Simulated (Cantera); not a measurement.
Silicon oxide and oxynitride deposition: SiF4 + O2 + H2

Charge: 1 mol SiF4, 18 mol O2, 0.5 mol H2, equilibrated at 1050 K and 0.0300 bar.

Method: chemical equilibrium by Gibbs-energy minimisation in Cantera with the NASA 1993 tables (ideal gas, pure condensed phases). Candidate condensed phases: H2O, Si, SiO2; 38 gas species. The numbers say what is thermodynamically allowed, not how fast it happens.

```yaml
x(O2): 0.912
x(HF): 0.0457
x(SiF4): 0.0399
x(H2O): 0.00284
n(SiO2(β-quartz)): 0.222 mol
gas_amount: 19.47 mol
log10 activity of Si(s) (absent): -34.33
```
